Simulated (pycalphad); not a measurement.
Phase fractions of Hf-3.056C (wt.%)

Source of the numbers: pycalphad with the COST 507 light-alloy database (1999); pressure 1 atm. The data set is of 1999 and partly superseded. Phase fractions are per mole of atoms. Diffusion is slow at the low end, where real alloys seldom reach equilibrium.

```tsv
T (°C)	FCC_A1	LIQUID	HCP_A3
3027	0.801	0.199	-
2927	0.831	0.169	-
2827	0.857	0.143	-
2727	0.879	0.121	-
2627	0.899	0.101	-
2527	0.918	0.082	-
2427	0.935	0.065	-
2327	0.915	-	0.085
2227	0.909	-	0.091
2127	0.902	-	0.098
2027	0.895	-	0.105
1927	0.888	-	0.112
1827	0.882	-	0.118
1727	0.877	-	0.123
1627	0.872	-	0.128
1527	0.868	-	0.132
1427	0.864	-	0.136
1327	0.860	-	0.140
1227	0.857	-	0.143
1127	0.854	-	0.146
1027	0.851	-	0.149
927	0.849	-	0.151
827	0.847	-	0.153
727	0.845	-	0.155
627	0.843	-	0.157
527	0.841	-	0.159
427	0.840	-	0.160
327	0.838	-	0.162
227	0.837	-	0.163
```

FCC_A1 is fcc; HCP_A3 is hcp. The fcc model also describes the rock-salt carbide or nitride (TiC, TiN, HfC).
